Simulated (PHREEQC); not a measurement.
PHREEQC input (ion-association model, wateq4f.dat):

```
SOLUTION 1
  temp 25
  units mol/kgw
  pH 7 charge
  F 0.171
  Cs 0.17
SOLUTION 2
  temp 25
  units mol/kgw
  pH 7 charge
  K 0.001182
  C(4) 4.1e-05
END
SELECTED_OUTPUT 1
  -reset false
  -pH true
  -pe true
  -ionic_strength true
  -water true
  -totals C Cs F K C(-4) C(4)
  -molalities H+ CO3-2 Cs+ F- K+ CO2 HCO3- O2 OH- HF
    HF2- H2F2
PRINT
  -reset false
MIX 1
  1 1
  2 0
EQUILIBRIUM_PHASES 1
  O2(g) -0.68 10
END
# ... the last block is repeated for the other 20 points of share of solution B
```

Selected output (columns that matter, 18 of 21 rows; share of solution B added in front):

```
share of solution B	pH	mu	C	Cs	F	K	m_H+	m_CO3-2	m_Cs+	m_F-	m_K+	m_CO2	m_HCO3-	m_OH-
0	5.4729	0.17	0	0.17	0.171	0	4.1867e-06	0	0.17	0.1696	0	0	0	4.1068e-09
0.05	5.4952	0.16156	2.05e-06	0.1615	0.16245	5.91e-05	3.9676e-06	1.0929e-11	0.1615	0.16122	5.91e-05	1.724e-06	3.2603e-07	4.2997e-09
0.1	5.5227	0.15312	4.1e-06	0.153	0.1539	0.0001182	3.7141e-06	2.4121e-11	0.153	0.15283	0.0001182	3.4158e-06	6.8416e-07	4.5554e-09
0.2	5.6018	0.13624	8.2e-06	0.136	0.1368	0.0002364	3.0779e-06	6.4687e-11	0.136	0.13604	0.0002364	6.6273e-06	1.5726e-06	5.3998e-09
0.25	5.6608	0.1278	1.025e-05	0.1275	0.12825	0.0002955	2.6783e-06	1.0114e-10	0.1275	0.12764	0.0002955	8.0707e-06	2.1791e-06	6.1457e-09
0.3	5.7428	0.11936	1.23e-05	0.119	0.1197	0.0003546	2.2097e-06	1.6602e-10	0.119	0.11924	0.0003546	9.2907e-06	3.0091e-06	7.373e-09
0.35	5.866	0.11091	1.435e-05	0.1105	0.11115	0.0004137	1.658e-06	3.0922e-10	0.1105	0.11084	0.0004137	1.0056e-05	4.2933e-06	9.7196e-09
0.4	6.0803	0.10247	1.64e-05	0.102	0.1026	0.0004728	1.0084e-06	7.7807e-10	0.102	0.10243	0.0004728	9.6816e-06	6.7175e-06	1.5796e-08
0.45	6.665	0.094031	1.845e-05	0.093499	0.094049	0.0005319	2.6124e-07	5.8428e-09	0.093499	0.094009	0.0005319	5.0599e-06	1.3384e-05	6.0215e-08
0.55	10.112	0.077162	2.255e-05	0.076499	0.076949	0.00065009	9.2458e-11	1.2151e-05	0.076499	0.076949	0.00065009	1.4303e-09	1.0397e-05	0.00016541
0.6	10.327	0.068725	2.46e-05	0.068	0.0684	0.00070919	5.6034e-11	1.6028e-05	0.068	0.0684	0.00070919	7.2598e-10	8.5714e-06	0.00026858
0.65	10.474	0.060287	2.665e-05	0.0595	0.05985	0.0007683	3.9688e-11	1.9145e-05	0.0595	0.05985	0.0007683	4.5804e-10	7.5043e-06	0.00037251
0.7	10.587	0.051849	2.87e-05	0.051	0.0513	0.0008274	3.0394e-11	2.1876e-05	0.051	0.0513	0.0008274	3.2519e-10	6.8239e-06	0.00047682
0.75	10.679	0.043411	3.075e-05	0.0425	0.04275	0.0008865	2.437e-11	2.4379e-05	0.0425	0.04275	0.0008865	2.4882e-10	6.3709e-06	0.00058137
0.8	10.758	0.034972	3.28e-05	0.034	0.0342	0.0009456	2.0114e-11	2.6731e-05	0.034	0.0342	0.0009456	2.0065e-10	6.0687e-06	0.00068607
0.9	10.893	0.018095	3.69e-05	0.017	0.0171	0.0010638	1.4338e-11	3.1106e-05	0.017	0.0171	0.0010638	1.4631e-10	5.7935e-06	0.00089579
0.95	10.955	0.009656	3.895e-05	0.0085	0.00855	0.0011229	1.2129e-11	3.3117e-05	0.0085	0.00855	0.0011229	1.3159e-10	5.8327e-06	0.0010008
1	11.026	0.0012168	4.1e-05	0	0	0.001182	9.7688e-12	3.4782e-05	0	0	0.001182	1.2658e-10	6.2181e-06	0.0011062
```

Complexes and solids missing from the database can't appear.
